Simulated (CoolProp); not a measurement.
Dodecamethylpentasiloxane (MD3M) at 259.71 K and 0.131 MPa is throttled through a valve to 0.0672 MPa with no heat exchange. Each further row changes one setting.

Model: reference Helmholtz-energy equation of state, Thol 2019, in CoolProp.

```tsv
case	temperature change (K)
as stated	+0.0
outlet pressure 0.0202 MPa	+0.1
outlet pressure 0.0874 MPa	+0.0
```
